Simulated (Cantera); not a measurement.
**Thermodynamics of silicon nitride deposition, feed SiHCl3 + NH3 + N2**

Input: 1 mol SiHCl3, a varied amount of NH3, 20 mol N2, held at 75.0 Torr.

These are equilibrium values from Cantera (NASA tables, ideal gas, pure condensed phases), not measurements of a reactor. Candidate condensed phases: NH4Cl, Si, Si3N4; 28 gas species. The tables' values for SiCl3 are old estimates. Equilibrium is a limit: real reactors are often held back by kinetics, nucleation or transport.

### Question
Map the stable condensed phases over T = 1123, 1223, 1323, 1423, 1523, 1623, 1723, 1823, 1923, 2023, 2123 K and n(NH3) in mol = 0.35, 0.65, 1.2, 2.3, 4.3, 8, 15.

### Answer
```
T in K \ n(NH3) in mol
         0.35 0.65  1.2  2.3  4.3    8   15
   2123     A    A    A    B    B    B    B
   2023     A    A    A    B    B    B    B
   1923     A    A    A    C    C    C    B
   1823     A    C    C    C    C    C    C
   1723     C    C    C    C    C    C    C
   1623     C    C    C    C    C    C    C
   1523     C    C    C    C    C    C    C
   1423     C    C    C    C    C    C    C
   1323     C    C    C    C    C    C    C
   1223     C    C    C    C    C    C    C
   1123     C    C    C    C    C    C    C
```
A: gas only; B: Si; C: Si3N4.
